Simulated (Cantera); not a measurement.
A closed system holds: 1 mol SiCl4, 2.2 mol Cl2, 0.93 mol H2, equilibrated at 475 °C and 58000 Pa.

Cantera equilibrium calculation (NASA polynomials, part measured and part estimated; ideal gas, pure solids and liquids). Candidate condensed phases: Si; 19 gas species. Rates play no part.

Base state: HCl 0.450, Cl2 0.308, SiCl4 0.242 (mole fractions); condensed: gas only.

### Question
What changes in the equilibrium state with this change: temperature from 475 °C to 1227 °C?

### Answer
| species | before | after |
|---|---|---|
| HCl | 0.450 | 0.441 |
| Cl2 | 0.308 | 0.281 |
| SiCl4 | 0.242 | 0.237 |
| Cl | 1.88e-6 | 0.0407 |
| SiCl3 | <1e-9 | 1.80e-5 |
The tables' values for SiCl3 are old estimates; treat these amounts as uncertain.
